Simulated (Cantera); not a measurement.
An isothermal, constant-pressure homogeneous reactor starts with NO : N2 = 1 : 6.9 (molar parts), at 1975 K and 1.68 atm. Integrator tolerance rtol = 1e-08.

Detailed kinetics in Cantera: GRI-Mech 3.0 (53 species, 325 reactions).

**Question.** What does this change do: NO 1 to 1.4 parts?

**Answer.** 
| quantity | before | after |
|---|---|---|
| x(NO) at 5.00 s | 0.0133 (gas-phase equilibrium 0.00421) | 0.0132 (gas-phase equilibrium 0.00482) |
| x(O2) at 5.00 s | 0.0566 (gas-phase equilibrium 0.0611) | 0.0776 (gas-phase equilibrium 0.0819) |
| x(N2) at 5.00 s | 0.930 (gas-phase equilibrium 0.935) | 0.909 (gas-phase equilibrium 0.913) |
| x(NO2) at 5.00 s | 1.62e-5 (gas-phase equilibrium 5.33e-6) | 1.89e-5 (gas-phase equilibrium 7.05e-6) |
| x(N2O) at 5.00 s | 3.99e-7 (gas-phase equilibrium 3.37e-7) | 4.41e-7 (gas-phase equilibrium 3.81e-7) |

**Question.** What does this change do: N2 6.9 to 27 parts?

**Answer.** 
```csv
quantity,before,after
x(NO) at 5.00 s,0.0133 (gas-phase equilibrium 0.00421),0.0119 (gas-phase equilibrium 0.00226)
x(O2) at 5.00 s,0.0566 (gas-phase equilibrium 0.0611),0.0119 (gas-phase equilibrium 0.0167)
x(N2) at 5.00 s,0.930 (gas-phase equilibrium 0.935),0.976 (gas-phase equilibrium 0.981)
x(NO2) at 5.00 s,1.62e-5 (gas-phase equilibrium 5.33e-6),6.70e-6 (gas-phase equilibrium 1.49e-6)
x(N2O) at 5.00 s,3.99e-7 (gas-phase equilibrium 3.37e-7),2.24e-7 (gas-phase equilibrium 1.85e-7)
```
